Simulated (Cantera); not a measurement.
An adiabatic, constant-pressure homogeneous reactor starts with H₂ : O₂ : N₂ = 1 : 0.263 : 0.989 (molar parts), at 975 K and 3750 Torr. Integrator tolerance rtol = 1e-08.

Cantera simulation using the H2/O2 subset of GRI-Mech 3.0, which has no nitrogen chemistry; the numbers are that mechanism's predictions, not measurements. The hydrogen kinetics of GRI-Mech 3.0 are dated; newer H2 mechanisms differ, most at raised pressure.

### Question
What does this change do: O2 0.263 to 0.36 parts?

### Answer
```tsv
quantity	before	after
time of steepest temperature rise	16.5 ms	16.6 ms
temperature at 0.300 s	2605 K	2916 K
equilibrium temperature	2605 K	2916 K
x(H₂) at 0.300 s	0.234 (gas-phase equilibrium 0.234)	0.139 (gas-phase equilibrium 0.139)
x(O₂) at 0.300 s	2.37e-5 (gas-phase equilibrium 2.37e-5)	0.00132 (gas-phase equilibrium 0.00132)
x(HO₂) at 0.300 s	4.92e-8 (gas-phase equilibrium 4.92e-8)	2.21e-6 (gas-phase equilibrium 2.21e-6)
x(H) at 0.300 s	0.00855 (gas-phase equilibrium 0.00855)	0.0204 (gas-phase equilibrium 0.0204)
x(O) at 0.300 s	5.23e-5 (gas-phase equilibrium 5.23e-5)	0.00138 (gas-phase equilibrium 0.00138)
x(H₂O) at 0.300 s	0.261 (gas-phase equilibrium 0.261)	0.335 (gas-phase equilibrium 0.335)
```

### Question
What does this change do: constant volume in place of constant pressure?

### Answer
| quantity | before | after |
|---|---|---|
| time of steepest temperature rise | 16.5 ms | 15.3 ms |
| temperature at 0.300 s | 2605 K | 2906 K |
| equilibrium temperature | 2605 K | 2906 K |
| x(H₂) at 0.300 s | 0.234 (gas-phase equilibrium 0.234) | 0.231 (gas-phase equilibrium 0.231) |
| x(O₂) at 0.300 s | 2.37e-5 (gas-phase equilibrium 2.37e-5) | 9.77e-5 (gas-phase equilibrium 9.77e-5) |
| x(HO₂) at 0.300 s | 4.92e-8 (gas-phase equilibrium 4.92e-8) | 3.43e-7 (gas-phase equilibrium 3.43e-7) |
| x(H) at 0.300 s | 0.00855 (gas-phase equilibrium 0.00855) | 0.0156 (gas-phase equilibrium 0.0156) |
| x(O) at 0.300 s | 5.23e-5 (gas-phase equilibrium 5.23e-5) | 0.000221 (gas-phase equilibrium 0.000221) |
| x(H₂O) at 0.300 s | 0.261 (gas-phase equilibrium 0.261) | 0.256 (gas-phase equilibrium 0.256) |
